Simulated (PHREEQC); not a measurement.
Make-up at 50 °C: 6.4 mmol/kgw MgCl2 and 0.066 mmol/kgw NaHCO3. Closed to the air; pH follows from the charge balance.

All values are PHREEQC results (ion-association model, phreeqc.dat), not measurements.

No solid was allowed to form.

### Question
Estimate the pH.

### Answer
pH 7.33.

### Question
In which forms is C present?

### Answer
HCO3- 88 %, CO2 6.8 %, MgHCO3+ 4.6 %, MgCO3 0.6 % of the C.

At this temperature some constants are extrapolated from 25 °C, and those without enthalpy data are left unchanged.
